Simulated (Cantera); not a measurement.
What does this Cantera script print?

```python
import numpy as np
import cantera as ct

gas = ct.Solution("gri30.yaml")
gas.TPX = 550, 101325, {'CO': 1, 'H2': 0.49, 'O2': 0.497, 'N2': 5.46, 'H2O': 2.1}
inlet = ct.Reservoir(gas, clone=True)
gas.equilibrate("HP")  # start burning
reactor = ct.IdealGasConstPressureReactor(gas, energy="on", clone=False)
exhaust = ct.Reservoir(gas, clone=True)
tau = [0.087, 0.035, 0.014, 0.0058, 0.0024, 0.00096, 0.00039, 0.00016, 6.5e-05, 2.6e-05, 1.1e-05, 4.4e-06][0]
for a, b in ((inlet, reactor), (reactor, exhaust)):
    ct.MassFlowController(a, b, mdot=lambda t: reactor.mass / tau)
net = ct.ReactorNet([reactor])
show = ['CO', 'H2', 'O2', 'H2O', 'CO2']

rows = []
print(f"{'tau/s':>10s}{'T/K':>9s}" + "".join(f"{s:>11s}" for s in show))
for tau in [0.087, 0.035, 0.014, 0.0058, 0.0024, 0.00096, 0.00039, 0.00016, 6.5e-05, 2.6e-05, 1.1e-05, 4.4e-06]:
    net.initial_time = 0.0
    net.advance(30 * tau)
    before = gas.X
    net.advance(40 * tau)
    drift = np.max(np.abs(gas.X - before) / (gas.X + 1e-9))
    rows.append([gas.T, *gas[show].X, drift])
    print(f"{tau:10.3e}{gas.T:9.1f}" + "".join(f"{x:11.3e}" for x in gas[show].X))
```

Result:

```
     tau/s      T/K         CO         H2         O2        H2O        CO2
 8.700e-02   1374.7  2.392e-02  3.078e-02  1.663e-04  2.546e-01  8.650e-02
 3.500e-02   1369.1  2.453e-02  3.018e-02  2.878e-04  2.548e-01  8.584e-02
 1.400e-02   1360.0  2.563e-02  2.921e-02  5.199e-04  2.552e-01  8.467e-02
 5.800e-03   1345.7  2.760e-02  2.771e-02  9.655e-04  2.558e-01  8.258e-02
 2.400e-03   1321.5  3.155e-02  2.522e-02  1.927e-03  2.572e-01  7.845e-02
 9.600e-04   1272.2  4.119e-02  2.070e-02  4.608e-03  2.605e-01  6.845e-02
 3.900e-04    550.0  1.047e-01  5.133e-02  5.206e-02  2.200e-01  4.094e-17
 1.600e-04    550.0  1.047e-01  5.133e-02  5.206e-02  2.200e-01  6.945e-18
 6.500e-05    550.0  1.047e-01  5.133e-02  5.206e-02  2.200e-01  2.631e-18
 2.600e-05    550.0  1.047e-01  5.133e-02  5.206e-02  2.200e-01  9.886e-19
 1.100e-05    550.0  1.047e-01  5.133e-02  5.206e-02  2.200e-01  3.932e-19
 4.400e-06    550.0  1.047e-01  5.133e-02  5.206e-02  2.200e-01  1.535e-19
```

Computed with Cantera and GRI-Mech 3.0 (53 species, 325 reactions).
